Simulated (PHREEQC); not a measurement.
MgCl2 is added in steps, without added water, to 1 kg of water holding 0.037 mol/kgw Cu(NO3)2 and 0.002 mol/kgw HNO3, at 25 °C. Oxygen alone is held at its pressure in air (log pO2 = -0.68). CO2 from the air is kept out. Solids allowed: Brucite, Cu(OH)2, Atacamite, Cu2(OH)3NO3. Others were left out.

Base run: PHREEQC, ion-association model, wateq4f.dat. Each further column changes one thing. The table gives CuCl+ (mol/kgw).

```csv
MgCl2 added (mol),base,Davies equation for every ion,database phreeqc.dat
0,0,0,0
0.00475,0.000336,0.000316,0.000337
0.01425,0.000938,0.000887,0.000942
0.019,0.00121,0.00115,0.00122
0.0285,0.00171,0.00164,0.00172
0.03325,0.00195,0.00188,0.00196
0.04275,0.00238,0.00232,0.00240
0.0475,0.00259,0.00254,0.00260
0.057,0.00298,0.00296,0.00299
0.06175,0.00316,0.00317,0.00318
0.07125,0.00351,0.00357,0.00354
0.076,0.00368,0.00377,0.00371
```

 phreeqc.dat and wateq4f.dat share most of their constants, so their agreement is no independent check.
